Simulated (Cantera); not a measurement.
Input: 1 mol SiH2Cl2, 0.12 mol HCl, a varied amount of H2, held at 1123 K and 0.00300 bar.

These are equilibrium values from Cantera (NASA tables, ideal gas, pure condensed phases), not measurements of a reactor. Candidate condensed phases: Si; 19 gas species. Equilibrium is a limit: real reactors are often held back by kinetics, nucleation or transport.

What share of the Si ends up in condensed phases as a function of n(H2) (mol), at 17, 21, 27, 35, 44, 57, 72, 92, 120?


```tsv
n(H2) (mol)	Si condensed (%)	as
17	66.2	Si(s)
21	69.4	Si(s)
27	73.3	Si(s)
35	77.5	Si(s)
44	81.0	Si(s)
57	84.6	Si(s)
72	87.5	Si(s)
92	90.0	Si(s)
120	92.3	Si(s)
```
